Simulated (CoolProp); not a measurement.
Vapour-liquid equilibrium of cis-2-butene (1) + acetone (2) at 308.9 K; x and y are mole fractions of (1).

Model: multi-fluid Helmholtz-energy mixture model, Lemmon 2005 and Lemmon 2006; pair parameters Bell 2016, in CoolProp.

```csv
x,"bubble pressure, mixture model (kPa)","bubble pressure, Raoult's law (kPa)","y, mixture model","y, Raoult's law"
0.05,81.31,60.44,0.429,0.247
0.15,136.9,85.45,0.685,0.523
0.25,178.0,110.5,0.774,0.675
0.35,207.1,135.5,0.819,0.770
0.45,227.6,160.5,0.847,0.836
0.55,242.7,185.5,0.867,0.884
0.65,255.2,210.5,0.885,0.920
0.75,267.0,235.5,0.905,0.949
0.85,279.2,260.5,0.932,0.972
0.95,291.9,285.6,0.972,0.992
```

The largest gap from Raoult's law is +61.1 % in bubble pressure, at x = 0.25. No azeotrope shows between x = 0.05 and 0.95.

Pair parameters are fitted to limited data, so mixtures are less certain than the pure fluids. With so large a gap from Raoult's law the liquid may split in two, which this calculation doesn't test in full.
